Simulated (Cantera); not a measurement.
An adiabatic, constant-pressure homogeneous reactor starts with CH4 : C2H6 : O2 : N2 = 1 : 0.073 : 1.07 : 4.04 (molar parts), at 1775 K and 61000 Pa. Integrator tolerance rtol = 1e-08.

Detailed kinetics in Cantera: GRI-Mech 3.0 (53 species, 325 reactions).

Q: What does this change do: pressure from 61000 Pa to 500000 Pa?

A: 
```json
[
 {"quantity": "time of steepest temperature rise", "before": "89.4 µs", "after": "19.2 µs"},
 {"quantity": "temperature at 0.500 s", "before": "2623 K", "after": "2707 K"},
 {"quantity": "equilibrium temperature", "before": "2623 K", "after": "2707 K"},
 {"quantity": "x(CH4) at 0.500 s", "before": "4.36e-12 (gas-phase equilibrium 4.88e-12)", "after": "2.32e-10 (gas-phase equilibrium 2.60e-10)"},
 {"quantity": "x(C2H6) at 0.500 s", "before": "<1e-12 (gas-phase equilibrium <1e-12)", "after": "<1e-12 (gas-phase equilibrium <1e-12)"},
 {"quantity": "x(O2) at 0.500 s", "before": "8.25e-5 (gas-phase equilibrium 8.25e-5)", "after": "2.07e-5 (gas-phase equilibrium 2.07e-5)"},
 {"quantity": "x(CO) at 0.500 s", "before": "0.138 (gas-phase equilibrium 0.138)", "after": "0.140 (gas-phase equilibrium 0.140)"},
 {"quantity": "x(C2H2) at 0.500 s", "before": "<1e-12 (gas-phase equilibrium <1e-12)", "after": "<1e-12 (gas-phase equilibrium 1.02e-12)"},
 {"quantity": "x(NO) at 0.500 s", "before": "0.000464 (gas-phase equilibrium 0.000464)", "after": "0.000266 (gas-phase equilibrium 0.000266)"}
]
```

Q: What does this change do: initial temperature 1775 to 1300 K?

A: 
```tsv
quantity	before	after
time of steepest temperature rise	89.4 µs	5.50 ms
temperature at 0.500 s	2623 K	2294 K
equilibrium temperature	2623 K	2294 K
x(CH4) at 0.500 s	4.36e-12 (gas-phase equilibrium 4.88e-12)	2.03e-11 (gas-phase equilibrium 2.29e-11)
x(C2H6) at 0.500 s	<1e-12 (gas-phase equilibrium <1e-12)	<1e-12 (gas-phase equilibrium <1e-12)
x(O2) at 0.500 s	8.25e-5 (gas-phase equilibrium 8.25e-5)	2.84e-6 (gas-phase equilibrium 2.84e-6)
x(CO) at 0.500 s	0.138 (gas-phase equilibrium 0.138)	0.138 (gas-phase equilibrium 0.138)
x(C2H2) at 0.500 s	<1e-12 (gas-phase equilibrium <1e-12)	<1e-12 (gas-phase equilibrium <1e-12)
x(NO) at 0.500 s	0.000464 (gas-phase equilibrium 0.000464)	4.76e-5 (gas-phase equilibrium 4.75e-5)
```

Q: What does this change do: O2 1.07 to 0.67 parts?

A: 
| quantity | before | after |
|---|---|---|
| time of steepest temperature rise | 89.4 µs | 0.139 ms |
| temperature at 0.500 s | 2623 K | 2088 K |
| equilibrium temperature | 2623 K | 2088 K |
| x(CH4) at 0.500 s | 4.36e-12 (gas-phase equilibrium 4.88e-12) | 5.11e-9 (gas-phase equilibrium 1.40e-9) |
| x(C2H6) at 0.500 s | <1e-12 (gas-phase equilibrium <1e-12) | <1e-12 (gas-phase equilibrium <1e-12) |
| x(O2) at 0.500 s | 8.25e-5 (gas-phase equilibrium 8.25e-5) | 3.62e-9 (gas-phase equilibrium 3.62e-9) |
| x(CO) at 0.500 s | 0.138 (gas-phase equilibrium 0.138) | 0.152 (gas-phase equilibrium 0.152) |
| x(C2H2) at 0.500 s | <1e-12 (gas-phase equilibrium <1e-12) | 3.09e-11 (gas-phase equilibrium 2.98e-12) |
| x(NO) at 0.500 s | 0.000464 (gas-phase equilibrium 0.000464) | 1.09e-5 (gas-phase equilibrium 1.06e-6) |
